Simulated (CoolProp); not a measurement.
A simple Rankine cycle with water: condensing at 331.15 K, boiler at 5.57 MPa, turbine inlet 583.9 K, turbine efficiency 0.75, pump efficiency 0.7, no recuperator. Each further row changes one setting.

Computed with CoolProp (reference Helmholtz-energy equation of state, Wagner 2002).

| case | thermal efficiency (%) | net work (kJ/kg) | heat in (kJ/kg) | turbine exit temperature (K) | volume ratio over the turbine |
|---|---|---|---|---|---|
| as stated | 25.2 | 677 | 2690 | 331.1 | 173 |
| turbine inlet 603.9 K | 25.3 | 697 | 2750 | 331.1 | 166 |
| condensing temperature 323.15 K | 26.1 | 709 | 2720 | 323.2 | 247 |
| boiler pressure 3.9 MPa | 24.1 | 661 | 2750 | 331.1 | 118 |
| turbine efficiency 0.65 | 21.8 | 585 | 2690 | 331.1 | 181 |

The expansion ends wet for: as stated; turbine inlet 603.9 K; condensing temperature 323.15 K; boiler pressure 3.9 MPa; turbine efficiency 0.65.
